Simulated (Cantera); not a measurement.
Input (Python, Cantera) and output of one run.

```python
import numpy as np
import cantera as ct

gas_names = [...]  # 110 gases of nasa_gas.yaml made of C, H, O
cond_names = """
    C(gr) C6H6(L) C7H8(L) C8H18(L),n-octa H2O(s) H2O(L)
""".split()


# ... load() reads the species with a 1 bar reference pressure and builds the phases ...
atoms = {
    'C3H8': {'C': 3, 'H': 8},
    'O2': {'O': 2},
    'H2': {'H': 2},
}
top_T = {'C(gr)': 4500}  # K; cautious upper limits of use, not melting points


# ... equilibrate(T, P, feed) seeds the gas with the atoms and calls Mixture.equilibrate('TP', solver="vcs", rtol=1e-11, max_steps=5000) ...
results = []
feed = {'C3H8': 1, 'O2': 0.69, 'H2': 0.62}  # mol
P = 170  # Pa
for T in [2025, 2075, 2125, 2175, 2225, 2275, 2325, 2375, 2425, 2475, 2525, 2575, 2625, 2675]:
    mix = equilibrate(T, P, feed)
    results.append((T, P, feed, dict(zip(mix.species_names, mix.species_moles))))
    x = sorted(zip(gas.X, gas.species_names), reverse=True)
    print(f"T = {T:g} K  P = {P:g} Pa  gas = {mix.phase_moles(0):.4g} mol")
    print("   x: " + "  ".join(f"{s} {v:.3e}" for v, s in x if v > 1e-05))
    print("   condensed (mol): " + ("  ".join(f"{mix.phase(i).name} {mix.phase_moles(i):.4g}"
          for i in range(1, mix.n_phases) if mix.phase_moles(i) > 1e-12) or "none"))
```

It prints:

```
T = 2025 K  P = 170 Pa  gas = 6.122 mol
   x: H2 7.339e-01  CO 2.254e-01  H 3.999e-02  C2H2,acetylene 6.642e-04
   condensed (mol): C(gr) 1.612
T = 2075 K  P = 170 Pa  gas = 6.169 mol
   x: H2 7.206e-01  CO 2.237e-01  H 5.484e-02  C2H2,acetylene 8.941e-04
   condensed (mol): C(gr) 1.609
T = 2125 K  P = 170 Pa  gas = 6.23 mol
   x: H2 7.034e-01  CO 2.215e-01  H 7.387e-02  C2H2,acetylene 1.179e-03
   condensed (mol): C(gr) 1.605
T = 2175 K  P = 170 Pa  gas = 6.308 mol
   x: H2 6.819e-01  CO 2.188e-01  H 9.777e-02  C2H2,acetylene 1.522e-03
   condensed (mol): C(gr) 1.601
T = 2225 K  P = 170 Pa  gas = 6.408 mol
   x: H2 6.555e-01  CO 2.154e-01  H 1.272e-01  C2H2,acetylene 1.923e-03  C2H 1.384e-05
   condensed (mol): C(gr) 1.595
T = 2275 K  P = 170 Pa  gas = 6.531 mol
   x: H2 6.237e-01  CO 2.113e-01  H 1.626e-01  C2H2,acetylene 2.375e-03  C2H 2.624e-05
   condensed (mol): C(gr) 1.588
T = 2325 K  P = 170 Pa  gas = 6.683 mol
   x: H2 5.863e-01  CO 2.065e-01  H 2.043e-01  C2H2,acetylene 2.866e-03  C2H 4.803e-05  C3 1.554e-05
   condensed (mol): C(gr) 1.58
T = 2375 K  P = 170 Pa  gas = 6.866 mol
   x: H2 5.434e-01  H 2.521e-01  CO 2.010e-01  C2H2,acetylene 3.374e-03  C2H 8.497e-05  C3 3.761e-05  C 1.603e-05
   condensed (mol): C(gr) 1.571
T = 2425 K  P = 170 Pa  gas = 7.084 mol
   x: H2 4.955e-01  H 3.056e-01  CO 1.948e-01  C2H2,acetylene 3.869e-03  C2H 1.454e-04  C3 8.769e-05  C 3.381e-05  C4H2 1.244e-05
   condensed (mol): C(gr) 1.56
T = 2475 K  P = 170 Pa  gas = 7.336 mol
   x: H2 4.436e-01  H 3.634e-01  CO 1.881e-01  C2H2,acetylene 4.314e-03  C2H 2.406e-04  C3 1.974e-04  C 6.918e-05  C2 1.810e-05  C4H2 1.731e-05
   condensed (mol): C(gr) 1.547
T = 2525 K  P = 170 Pa  gas = 7.623 mol
   x: H 4.241e-01  H2 3.891e-01  CO 1.810e-01  C2H2,acetylene 4.672e-03  C3 4.297e-04  C2H 3.854e-04  C 1.376e-04  C2 3.978e-05  C4H2 2.319e-05
   condensed (mol): C(gr) 1.531
T = 2575 K  P = 170 Pa  gas = 7.939 mol
   x: H 4.854e-01  H2 3.339e-01  CO 1.738e-01  C2H2,acetylene 4.909e-03  C3 9.068e-04  C2H 5.979e-04  C 2.663e-04  C2 8.475e-05  C4H2 2.988e-05
   condensed (mol): C(gr) 1.506
T = 2625 K  P = 170 Pa  gas = 8.281 mol
   x: H 5.449e-01  H2 2.800e-01  CO 1.667e-01  C2H2,acetylene 5.000e-03  C3 1.858e-03  C2H 8.987e-04  C 5.026e-04  C2 1.753e-04  C4H2 3.702e-05
   condensed (mol): C(gr) 1.467
T = 2675 K  P = 170 Pa  gas = 8.64 mol
   x: H 5.998e-01  H2 2.292e-01  CO 1.597e-01  C2H2,acetylene 4.935e-03  C3 3.703e-03  C2H 1.310e-03  C 9.261e-04  C2 3.529e-04  C4H2 4.411e-05  C5 2.247e-05  CH 1.498e-05
   condensed (mol): C(gr) 1.399
```

Cantera equilibrium calculation (NASA polynomials, part measured and part estimated; ideal gas, pure solids and liquids).
